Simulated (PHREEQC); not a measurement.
## Phosphoric acid bath: an equilibrium model

Make-up at 85 °C: 0.05 mol H3PO4 and 0.002 mol H2SO4 per kg of water. Closed to the air; pH follows from the charge balance.

Model: ion-association model, phreeqc.dat, run in PHREEQC.

```
Item                          Result
--------------------  --------------
pH                              1.88
ionic strength        0.0152 mol/kgw
specific conductance     13800 µS/cm
total alkalinity        -54.0 meq/kg
```

| species | molality | activity | log γ |
|---|---|---|---|
| H3PO4 | 0.0377 | 0.0378 | 0.002 |
| H+ | 0.0147 | 0.0131 | -0.052 |
| H2PO4- | 0.0123 | 0.0108 | -0.058 |
| HSO4- | 0.00160 | 0.00139 | -0.061 |
| SO4-2 | 0.000398 | 0.000231 | -0.236 |
| HPO4-2 | 1.17e-7 | 6.78e-8 | -0.235 |

Precipitation was switched off in this run. Complexes and solids missing from the database can't appear. At this temperature some constants are extrapolated from 25 °C, and those without enthalpy data are left unchanged.
